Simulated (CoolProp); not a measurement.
Properties of carbonyl sulfide along the isotherm 145.55 °C (Tc = 105.6 °C, pc = 6.369 MPa, ω = 0.098).

Values from CoolProp's reference Helmholtz-energy equation of state, Lemmon 2006. It is a short technical equation, of lower accuracy than the large ones.

| p (MPa) | phase | density (kg/m³) | cv (kJ/(kg K)) | isothermal compressibility (1/MPa) | expansivity (1/kK) | fugacity coefficient |
|---|---|---|---|---|---|---|
| 0.0503 | gas | 0.8697 | 0.6360 | 19.92 | 2.403 | 0.9981 |
| 0.0739 | gas | 1.279 | 0.6362 | 13.57 | 2.410 | 0.9972 |
| 0.108 | gas | 1.872 | 0.6365 | 9.298 | 2.420 | 0.9959 |
| 0.159 | gas | 2.761 | 0.6370 | 6.328 | 2.435 | 0.9939 |
| 0.234 | gas | 4.075 | 0.6376 | 4.313 | 2.457 | 0.9910 |
| 0.343 | gas | 5.999 | 0.6385 | 2.955 | 2.491 | 0.9869 |
| 0.503 | gas | 8.853 | ___ | 2.028 | 2.541 | 0.9807 |
| 0.739 | gas | 13.13 | 0.6421 | 1.394 | 2.619 | ___ |
| 1.08 | gas | 19.47 | 0.6452 | 0.9684 | ___ | 0.9588 |
| 1.59 | gas | 29.30 | 0.6501 | ___ | 2.936 | 0.9396 |
| 2.34 | gas | 44.65 | 0.6577 | ___ | 3.274 | 0.9115 |
| 3.43 | gas | 69.23 | 0.6698 | 0.3464 | 3.902 | 0.8711 |
| 5.03 | gas | 111.9 | 0.6907 | 0.2669 | 5.291 | ___ |
| 7.39 | supercritical | 200.0 | 0.7318 | 0.2366 | 9.639 | 0.7278 |
| 10.8 | supercritical | 435.3 | 0.7838 | 0.1757 | 19.67 | 0.6094 |
| 15.9 | supercritical | 646.1 | 0.7472 | 0.03304 | 7.460 | 0.4848 |

### Question
What belongs in the gaps?

### Answer

- 0.503, cv (kJ/(kg K)): 0.6400
- 0.739, fugacity coefficient: 0.9717
- 1.08, expansivity (1/kK): 2.738
- 1.59, isothermal compressibility (1/MPa): 0.6736
- 2.34, isothermal compressibility (1/MPa): 0.4756
- 5.03, fugacity coefficient: 0.8126
